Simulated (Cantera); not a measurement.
Feed: 1 mol Si, 0.54 mol HCl, 6.7 mol H2, at 100 Torr.

Method: chemical equilibrium by Gibbs-energy minimisation in Cantera with the NASA 1993 tables (ideal gas, pure condensed phases). Candidate condensed phases: Si; 19 gas species. Gases not in the tables: Si2H6 and higher silanes. Rates play no part.

Question: Which condensed phases are stable at each of these points (T (K)): 998, 1073, 1148, 1223, 1298, 1373, 1448, 1523, 1598, 1673, 1748?

Answer: 
| T (K) | condensed phases | Si condensed (%) |
|---|---|---|
| 998 | Si(s) | 87.0 |
| 1073 | Si(s) | 88.4 |
| 1148 | Si(s) | 90.0 |
| 1223 | Si(s) | 91.4 |
| 1298 | Si(s) | 92.2 |
| 1373 | Si(s) | 92.5 |
| 1448 | Si(s) | 92.5 |
| 1523 | Si(s) | 92.4 |
| 1598 | Si(s) | 92.3 |
| 1673 | Si(s) | 92.1 |
| 1748 | Si(l) | 92.4 |

From 998 K to 1673 K the condensed part is Si(s). At 1748 K the condensed part is Si(l).
